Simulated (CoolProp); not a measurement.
Vapour-liquid equilibrium of R143a (1) + dimethyl ether (2) at -87.65 °C; x and y are mole fractions of (1).

The numbers come from the multi-fluid Helmholtz-energy mixture model, Lemmon and Jacobsen 2000 and Wu 2011; pair parameters Bell 2016 in CoolProp.

Give the bubble pressure and the first vapour's composition at x = 0.2, 0.275, 0.425. Is there an azeotrope?

x = 0.2: 0.003922 MPa, y = 0.554; x = 0.275: 0.004495 MPa, y = 0.644; x = 0.425: 0.005543 MPa, y = 0.763. No azeotrope shows between x = 0.05 and 0.95.

Pair parameters are fitted to limited data, so mixtures are less certain than the pure fluids.
